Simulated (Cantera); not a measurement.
**Gas-phase reforming**

An isothermal, constant-pressure homogeneous reactor starts with 38.5 % CH4, 61.5 % H2O, at 1325 K and 10.0 bar.

Detailed kinetics in Cantera: GRI-Mech 3.0 (53 species, 325 reactions).

| t (s) | x CH4 | x H2O | x CO | x CH3 | x HO2 |
|---|---|---|---|---|---|
| 2.00e-6 | 0.385 | 0.615 | <1e-12 | 6.73e-8 | <1e-12 |
| 1.38e-5 | 0.385 | 0.615 | <1e-12 | 4.64e-7 | <1e-12 |
| 9.46e-5 | 0.385 | 0.615 | <1e-12 | 2.79e-6 | <1e-12 |
| 0.000650 | 0.385 | 0.615 | 6.33e-11 | 4.78e-6 | <1e-12 |
| 0.00447 | 0.384 | 0.615 | 6.37e-9 | 5.20e-6 | <1e-12 |
| 0.0308 | 0.383 | 0.615 | 7.95e-7 | 6.86e-6 | <1e-12 |
| 0.211 | 0.375 | 0.613 | 2.77e-5 | 7.50e-6 | <1e-12 |
| 1.45 | 0.329 | 0.595 | 0.000501 | 6.87e-6 | <1e-12 |
| 10.0 | 0.279 | 0.561 | 0.00402 | 8.56e-6 | <1e-12 |
x: mole fraction; the columns are a selection and need not sum to one.

Equilibrium at this temperature and pressure: CH4 0.00239, H2O 0.115, CO 0.198, CH3 3.01e-8, HO2 <1e-12 (gas phase only).
